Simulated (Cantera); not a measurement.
A closed system holds: 1 mol SiHCl₃, 0.026 mol HCl, 1500 mol H₂, at 100 Torr.

Cantera equilibrium calculation (NASA polynomials, part measured and part estimated; ideal gas, pure solids and liquids). Candidate condensed phases: Si; 19 gas species. Gases not in the tables: Si₂H₆ and higher silanes. Kinetics and transport are ignored.

Task: What share of the Si ends up in condensed phases as a function of T (K), at 1600, 1650, 1700, 1750, 1800, 1850, 1900, 1950, 2000?

Result: 
```json
[
 {"T (K)": "1600", "Si condensed (%)": "96.9", "as": "Si(s)"},
 {"T (K)": "1650", "Si condensed (%)": "96.0", "as": "Si(s)"},
 {"T (K)": "1700", "Si condensed (%)": "94.4", "as": "Si(l)"},
 {"T (K)": "1750", "Si condensed (%)": "92.2", "as": "Si(l)"},
 {"T (K)": "1800", "Si condensed (%)": "88.3", "as": "Si(l)"},
 {"T (K)": "1850", "Si condensed (%)": "81.5", "as": "Si(l)"},
 {"T (K)": "1900", "Si condensed (%)": "70.1", "as": "Si(l)"},
 {"T (K)": "1950", "Si condensed (%)": "50.8", "as": "Si(l)"},
 {"T (K)": "2000", "Si condensed (%)": "18.9", "as": "Si(l)"}
]
```
